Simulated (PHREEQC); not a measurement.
**Reverse-osmosis permeate: an equilibrium model**

Synthetic water in mmol/kgw, 20 °C, pH 6.66, pe 9.1: Na 0.0425; K 0.0416; Ca 0.0151; Mg 0.0177; Cl 0.0256; S(6) 0.0416; Alkalinity (meq/kgw) 0.0397; Cd 0.00461.

Cl is adjusted to close the charge balance.
Valence states are taken as typed.

The numbers come from PHREEQC with the ion-association model, phreeqc.dat.

ionic strength: 0.000237 mol/kgw

```csv
species,molality,activity,log γ
Na+,4.25e-5,4.17e-5,-0.008
K+,4.16e-5,4.09e-5,-0.008
SO4-2,4.13e-5,3.85e-5,-0.030
HCO3-,3.98e-5,3.92e-5,-0.008
Cl-,3.60e-5,3.54e-5,-0.008
CO2,2.06e-5,2.06e-5,0.000
Mg+2,1.76e-5,1.64e-5,-0.030
Ca+2,1.50e-5,1.40e-5,-0.030
Cd+2,4.54e-6,4.24e-6,-0.031
H+,2.23e-7,2.19e-7,-0.007
MgSO4,1.30e-7,1.30e-7,0.000
CaSO4,9.22e-8,9.22e-8,0.000
```

Precipitation was switched off in this run.
